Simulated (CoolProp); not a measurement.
Propylene at 298.15 K and 0.909 MPa is throttled through a valve to 0.288 MPa with no heat exchange. Each further row changes one setting.

Values from CoolProp's reference Helmholtz-energy equation of state, Lemmon 2013.

```
case                        temperature change (K)  final density (kg/m³)
--------------------------  ----------------------  ---------------------
as stated                                    -12.6                   5.36
outlet pressure 0.0864 MPa                   -16.7                   1.58
outlet pressure 0.374 MPa                    -10.8                   7.03
```
